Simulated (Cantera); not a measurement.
**Ignition delay**

Mixture: CH₄ : C₂H₆ : O₂ : N₂ = 1 : 0.3 : 3.51 : 13.2 (molar parts), at 100000 Pa, adiabatic and at constant pressure. Ignition delay is the time to a rise of 400 K.

Cantera simulation using GRI-Mech 3.0 (53 species, 325 reactions); the numbers are that mechanism's predictions, not measurements.

```tsv
T0 (K)	delay (ms)
1200	2.68
1300	0.699
1400	0.270
1500	0.126
1600	0.0654
1700	0.0370
1800	0.0226
1900	0.0150
2000	0.0105
```

```
Property                                                 Value
--------------------------------------------------  ----------
apparent activation energy between 1800 and 2000 K  110 kJ/mol
```
